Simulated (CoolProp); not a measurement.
Saturation properties of ammonia.

The numbers come from the reference Helmholtz-energy equation of state, Gao 2020 in CoolProp.

```json
[
 {"T (°C)": "-18.45", "p (MPa)": "0.2035", "liquid density (kg/m³)": "663.0", "enthalpy of vaporisation (kJ/kg)": "1324", "liquid cp (kJ/(kg K))": "4.524", "liquid viscosity (µPa s)": "210", "liquid conductivity (mW/(m K))": "617"},
 {"T (°C)": "-15.55", "p (MPa)": "0.2306", "liquid density (kg/m³)": "659.3", "enthalpy of vaporisation (kJ/kg)": "1315", "liquid cp (kJ/(kg K))": "4.536", "liquid viscosity (µPa s)": "203", "liquid conductivity (mW/(m K))": "607"},
 {"T (°C)": "-12.65", "p (MPa)": "0.2606", "liquid density (kg/m³)": "655.5", "enthalpy of vaporisation (kJ/kg)": "1305", "liquid cp (kJ/(kg K))": "4.548", "liquid viscosity (µPa s)": "196", "liquid conductivity (mW/(m K))": "598"},
 {"T (°C)": "-9.75", "p (MPa)": "0.2936", "liquid density (kg/m³)": "651.7", "enthalpy of vaporisation (kJ/kg)": "1295", "liquid cp (kJ/(kg K))": "4.562", "liquid viscosity (µPa s)": "190", "liquid conductivity (mW/(m K))": "589"},
 {"T (°C)": "-6.85", "p (MPa)": "0.3298", "liquid density (kg/m³)": "647.8", "enthalpy of vaporisation (kJ/kg)": "1286", "liquid cp (kJ/(kg K))": "4.575", "liquid viscosity (µPa s)": "183", "liquid conductivity (mW/(m K))": "580"},
 {"T (°C)": "-3.95", "p (MPa)": "0.3694", "liquid density (kg/m³)": "___", "enthalpy of vaporisation (kJ/kg)": "1276", "liquid cp (kJ/(kg K))": "___", "liquid viscosity (µPa s)": "178", "liquid conductivity (mW/(m K))": "571"},
 {"T (°C)": "-0.95", "p (MPa)": "0.4142", "liquid density (kg/m³)": "639.9", "enthalpy of vaporisation (kJ/kg)": "1265", "liquid cp (kJ/(kg K))": "4.605", "liquid viscosity (µPa s)": "172", "liquid conductivity (mW/(m K))": "562"},
 {"T (°C)": "1.95", "p (MPa)": "0.4615", "liquid density (kg/m³)": "636.0", "enthalpy of vaporisation (kJ/kg)": "1255", "liquid cp (kJ/(kg K))": "4.620", "liquid viscosity (µPa s)": "167", "liquid conductivity (mW/(m K))": "553"},
 {"T (°C)": "4.85", "p (MPa)": "0.5128", "liquid density (kg/m³)": "632.0", "enthalpy of vaporisation (kJ/kg)": "1244", "liquid cp (kJ/(kg K))": "4.637", "liquid viscosity (µPa s)": "___", "liquid conductivity (mW/(m K))": "545"},
 {"T (°C)": "7.75", "p (MPa)": "0.5685", "liquid density (kg/m³)": "627.9", "enthalpy of vaporisation (kJ/kg)": "1234", "liquid cp (kJ/(kg K))": "4.654", "liquid viscosity (µPa s)": "157", "liquid conductivity (mW/(m K))": "536"},
 {"T (°C)": "10.65", "p (MPa)": "0.6287", "liquid density (kg/m³)": "623.9", "enthalpy of vaporisation (kJ/kg)": "1223", "liquid cp (kJ/(kg K))": "4.672", "liquid viscosity (µPa s)": "152", "liquid conductivity (mW/(m K))": "528"},
 {"T (°C)": "13.55", "p (MPa)": "0.6938", "liquid density (kg/m³)": "619.7", "enthalpy of vaporisation (kJ/kg)": "1212", "liquid cp (kJ/(kg K))": "4.692", "liquid viscosity (µPa s)": "148", "liquid conductivity (mW/(m K))": "519"}
]
```

Task: What belongs in the gaps?

Result: 
- -3.95, liquid density (kg/m³): 644.0
- -3.95, liquid cp (kJ/(kg K)): 4.589
- 4.85, liquid viscosity (µPa s): 162

It boils at -33.3 °C under 1 atm.

Viscosity comes from a separate model (Fenghour 1995). Thermal conductivity comes from a separate model (Tufeu 1984).
